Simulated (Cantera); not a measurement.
## Low-pressure radical oxidation in H2/O2

An isothermal, constant-pressure homogeneous reactor starts with H2 : O2 : H2O = 0.059 : 1 : 0.07 (molar parts), at 1350 K and 6.83 Torr.

Cantera simulation using GRI-Mech 3.0 (53 species, 325 reactions); the numbers are that mechanism's predictions, not measurements. Radical loss at walls, strong at low pressure, is not modelled. The temperature is held fixed by assumption; the heat of reaction is taken as removed at once.

```csv
t (s),x H2,x O2,x HO2,x H,x H2O,x H2O2,x OH
7.00e-5,0.0523,0.886,2.56e-8,1.56e-8,0.0620,9.89e-12,1.35e-8
0.000289,0.0523,0.886,1.06e-7,1.11e-7,0.0620,1.63e-10,1.82e-7
0.00119,0.0518,0.885,7.35e-7,9.11e-5,0.0623,2.81e-9,0.000162
0.00492,0.00191,0.846,2.63e-6,0.00844,0.104,9.38e-8,0.00759
0.0203,0.00159,0.853,2.52e-6,0.00629,0.107,9.12e-8,0.00695
0.0837,0.000799,0.868,2.01e-6,0.00217,0.112,7.66e-8,0.00497
0.345,0.000140,0.880,8.03e-7,0.000155,0.116,3.80e-8,0.00210
1.42,1.34e-5,0.882,1.40e-7,4.55e-6,0.117,1.07e-8,0.000650
5.88,1.59e-6,0.883,4.28e-8,1.87e-7,0.117,2.60e-9,0.000225
24.2,3.48e-7,0.883,5.29e-8,1.92e-8,0.117,9.49e-10,0.000105
100,2.69e-7,0.883,5.81e-8,1.30e-8,0.117,8.34e-10,9.24e-5
```
x: mole fraction; the columns are a selection and need not sum to one.

Equilibrium at this temperature and pressure: H2 2.69e-7, O2 0.883, HO2 5.81e-8, H 1.30e-8, H2O 0.117, H2O2 8.34e-10, OH 9.24e-5 (gas phase only).
